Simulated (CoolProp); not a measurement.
Vapour pressure (bar) of CH2F2 (R32): the reference equation beside estimates from Tc = 351.3 K, pc = 57.83 bar, ω = 0.277.

Model: reference Helmholtz-energy equation of state, Tillner-Roth 1997, in CoolProp.

```tsv
T (K)	reference	Lee-Kesler	van der Waals	Redlich-Kwong	Soave-Redlich-Kwong
199.7	0.2898	0.2693	3.655	0.6570	0.2733
202.3	0.3420	0.3198	3.950	0.7601	0.3241
204.8	0.3993	0.3755	4.249	0.8707	0.3800
207.3	0.4641	0.4389	4.563	0.9934	0.4435
209.9	0.5403	0.5137	4.907	1.135	0.5185
212.4	0.6229	0.5952	5.253	1.284	0.6000
215	0.7193	0.6907	5.631	1.456	0.6955
217.5	0.8229	0.7938	6.011	1.636	0.7984
220	0.9382	0.9089	6.408	1.833	0.9133
222.6	1.071	1.042	6.840	2.056	1.046
225.1	1.213	1.185	7.272	2.289	1.189
227.6	1.370	1.343	7.723	2.542	1.346
230.2	1.549	1.524	8.211	2.826	1.526
232.7	1.738	1.715	8.699	3.120	1.717
```

Absolute difference from the reference over all 14 rows, mean and median: Lee-Kesler 3.9 and 3.8 %, van der Waals 703.1 and 656.7 %, Redlich-Kwong 101.6 and 100.6 %, Soave-Redlich-Kwong 3.3 and 3.1 %.
